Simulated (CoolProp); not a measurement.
R1336mzz(E) at several states: fugacity coefficient from the reference equation and from simpler models built on Tc = 403.5 K, pc = 27.79 bar, ω = 0.413; each cubic takes its own stable root.

Computed with CoolProp (reference Helmholtz-energy equation of state, Akasaka 2023).

| T (K) | p (bar) | phase | reference | van der Waals | Peng-Robinson |
|---|---|---|---|---|---|
| 271.6 | 12.9 | liquid | ___ | 0.3338 | 0.05483 |
| 354.3 | 35 | liquid | ___ | ___ | 0.2552 |
| 285.1 | 3.2 | liquid | ___ | 0.9231 | ___ |

Q: Some entries are withheld; supply them.

A: 
- 271.6, reference: 0.05420
- 354.3, reference: 0.2534
- 354.3, van der Waals: 0.4122
- 285.1, reference: 0.3567
- 285.1, Peng-Robinson: 0.3587

At some of these states van der Waals gives the other phase, because its saturation line lies elsewhere.
